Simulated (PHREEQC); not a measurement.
# Brine: an equilibrium model

Consider water at 25 °C and 300 atm with 3.4 mol LiBr, 0.013 mol H3BO3 and 0.069 mol MgCl2 per kg of water. Closed to the air; pH follows from the charge balance.

The numbers come from PHREEQC with the Pitzer model, pitzer.dat.

Each row changes one thing in this solution. This is a speciation only: nothing precipitates in the calculation.

```
case                         pH  B(OH)4- (mol/kgw)  B3O3(OH)4- (mol/kgw)
-------------------------  ----  -----------------  --------------------
as made                    4.50            2.90e-6               5.89e-8
MgCl2 left out                ?            4.14e-6               8.22e-8
diluted 2-fold with water     ?            3.54e-6               1.27e-8
```

Problem. Complete the blanks.

Solution. 
- MgCl2 left out, pH: 4.70
- diluted 2-fold with water, pH: 5.12

In brines, pH and single-ion activities rest on the MacInnes convention. Under pressure, the constants of complexes without a molar volume in the database are unreliable.
